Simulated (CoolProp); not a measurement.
Vapour pressure (bar) of the fluoroketone C6F12O (FK-5-1-12): the reference equation beside estimates from Tc = 168.7 °C, pc = 18.69 bar, ω = 0.471.

Model: reference Helmholtz-energy equation of state, McLinden 2015, in CoolProp.

```tsv
T (°C)	reference	van der Waals	Peng-Robinson
68.55	1.903	6.117	1.898
72.65	2.149	6.471	2.143
76.85	2.426	___	2.419
80.95	2.722	7.226	2.714
85.15	___	___	3.045
89.25	3.404	___	3.397
93.45	3.796	8.466	3.789
97.55	4.210	8.900	4.205
```

### Question
Complete the blanks.

### Answer

- 76.85, van der Waals: 6.846
- 85.15, reference: 3.053
- 85.15, van der Waals: 7.629
- 89.25, van der Waals: 8.036

Absolute difference from the reference over all 8 rows, mean and median: van der Waals 161.3 and 157.7 %, Peng-Robinson 0.2 and 0.3 %.
